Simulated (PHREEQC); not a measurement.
1 kg of water holding 0.072 mol NaOH, 0.05 mol Na2CO3, 0.0057 mol NaCl and 0.0089 mol Na2SO4 is evaporated at 25 °C; the solids stay in contact with the brine. CO2 from the air is kept out. Solids allowed: Burkeite, Halite, Mirabilite, Nahcolite, Natron, Thenardite, Trona. Others were left out.

Equilibrium calculation in PHREEQC: Pitzer model, pitzer.dat.

Q: Predict ionic strength, C in solution (mol/kgw) at water left (kg) = 0.5552, 0.09502, 0.05276, 0.04335.

A: 
| water left (kg) | ionic strength | C in solution (mol/kgw) |
|---|---|---|
| 0.5552 | 0.458 | 0.0901 |
| 0.09502 | 2.68 | 0.526 |
| 0.05276 | 4.82 | 0.948 |
| 0.04335 | 5.87 | 1.15 |

Species that the database lacks are ignored.
